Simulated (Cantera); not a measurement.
An isothermal, constant-pressure homogeneous reactor starts with 43.5 % CH4, 56.5 % H2O, at 1550 K and 1.01 bar.

Computed with Cantera and GRI-Mech 3.0 (53 species, 325 reactions).

One state of this run: x CH4 = 0.0512; x H2O = 0.220; x C2H = 4.92e-9; x HCO = 3.60e-9; x C2H6 = 1.74e-5. x: mole fraction; the columns are a selection and need not sum to one.

Which value of t (s) does it belong to?
(A) 0.000486
(B) 5.00
(C) 8.00e-6
(D) 0.230

B, 5.00
